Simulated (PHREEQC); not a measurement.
**Leach liquor: an equilibrium model**

Solution (75 °C): 5.6 mmol/kgw HCl, 1.1 mmol/kgw MnSO4 and 3.8 mmol/kgw Na2SO4. Closed to the air; pH follows from the charge balance.

Model: Pitzer model, pitzer.dat, run in PHREEQC.

No solid was allowed to form.

Q: What pH, specific conductance does the model give?

A: pH 2.53; specific conductance 5610 µS/cm.

Q: In which forms is S present?

A: SO4-2 56 %, HSO4- 44 % of the S.

Complexes and solids missing from the database can't appear. Away from 25 °C the constants follow the database's enthalpies or fits; those with neither stay at their 25 °C values.
